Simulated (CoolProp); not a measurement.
Properties of decamethylcyclopentasiloxane (D5) along the isobar 1.02 MPa (Tc = 345.1 °C, pc = 1.078 MPa, ω = 0.631).

Computed with CoolProp (reference Helmholtz-energy equation of state, Thol 2019).

| T (°C) | phase | cp (kJ/(kg K)) | cv (kJ/(kg K)) | speed of sound (m/s) | Joule-Thomson coefficient (K/MPa) | isothermal compressibility (1/MPa) |
|---|---|---|---|---|---|---|
| 170.05 | liquid | 1.919 | 1.689 | 530.2 | -0.2336 | 0.005061 |
| 175.95 | liquid | 1.929 | 1.699 | 515.7 | -0.2202 | 0.005393 |
| 181.75 | liquid | 1.939 | 1.710 | 501.4 | -0.2061 | 0.005748 |
| 187.55 | liquid | 1.949 | 1.720 | 487.2 | -0.1911 | 0.006137 |
| 193.45 | liquid | 1.960 | 1.731 | 472.8 | -0.1745 | 0.006572 |
| 199.25 | liquid | 1.970 | 1.741 | 458.8 | -0.1570 | 0.007042 |
| 205.15 | liquid | 1.981 | 1.751 | 444.5 | -0.1378 | 0.007572 |
| 210.95 | liquid | 1.992 | 1.762 | 430.4 | -0.1172 | 0.008149 |
| 216.85 | liquid | (withheld) | 1.772 | 416.2 | (withheld) | 0.008803 |
| 222.65 | liquid | 2.014 | 1.782 | 402.2 | -0.06985 | 0.009523 |
| 228.55 | liquid | 2.026 | 1.792 | 387.9 | -0.04238 | 0.01035 |
| 234.35 | liquid | 2.037 | 1.802 | 373.9 | -0.01252 | 0.01126 |
| 240.25 | liquid | 2.049 | 1.813 | 359.6 | 0.02125 | (withheld) |
| 246.05 | liquid | 2.061 | 1.822 | 345.5 | (withheld) | 0.01351 |
| 251.95 | liquid | 2.074 | 1.833 | 331.1 | 0.1009 | (withheld) |

### Question
Complete the blanks.

### Answer

- 216.85, cp (kJ/(kg K)): 2.003
- 216.85, Joule-Thomson coefficient (K/MPa): -0.09440
- 240.25, isothermal compressibility (1/MPa): 0.01232
- 246.05, Joule-Thomson coefficient (K/MPa): 0.05837
- 251.95, isothermal compressibility (1/MPa): 0.01491
